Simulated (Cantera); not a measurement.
## Low-pressure radical oxidation in H2/O2

A perfectly stirred reactor is fed with H2 : O2 = 0.27 : 1 (molar parts), equivalence ratio 0.14, at 0.0132 atm; it is held at 1323 K, and followed from long to short residence time.

Cantera simulation using the H2/O2 subset of GRI-Mech 3.0, which has no nitrogen chemistry; the numbers are that mechanism's predictions, not measurements. Radical loss at walls, strong at low pressure, is not modelled. The temperature is held fixed by assumption; the heat of reaction is taken as removed at once.

```
τ (s)        x H2   x O2     x OH  x H2O    x HO2      x O
-------  --------  -----  -------  -----  -------  -------
3.2      0.000364  0.759  0.00266  0.236  2.34e-6  0.00198
1.2      0.000689  0.757  0.00368  0.234  3.44e-6  0.00379
0.42      0.00135  0.753  0.00518  0.231  4.79e-6  0.00753
0.15      0.00255  0.745  0.00713  0.226  6.03e-6   0.0145
0.056     0.00450  0.732  0.00944  0.217  6.89e-6   0.0259
0.020     0.00752  0.711   0.0120  0.201  7.20e-6   0.0436
0.0073     0.0112  0.689   0.0140  0.181  7.01e-6   0.0618
0.0027     0.0159  0.676   0.0156  0.164  6.71e-6   0.0717
0.00097    0.0255  0.675   0.0172  0.148  6.45e-6   0.0700
0.00035    0.0477  0.689   0.0186  0.125  6.04e-6   0.0575
```
x: mole fraction; the columns are a selection and need not sum to one.
